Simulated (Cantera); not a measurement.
Source: NASA polynomial tables (part measured, part estimated), evaluated in Cantera. Values are per mole of reaction as written; species without (g) are pure solids or liquids, kept so even where they would boil at 1 bar. TiC: taken at fixed stoichiometry.

Task: Between 448 and 973 K, where is each reaction favourable under standard conditions?
- 2 H₂(g) + 2 TiC ⇌ C₂H₄(g) + 2 Ti

Result: 
- 2 H₂(g) + 2 TiC ⇌ C₂H₄(g) + 2 Ti: ΔG° is 435 kJ at 448 K and 463 kJ at 973 K; it stays positive (K < 1). ΔH° is 405 kJ and ΔS° -60 J/K at 973 K.
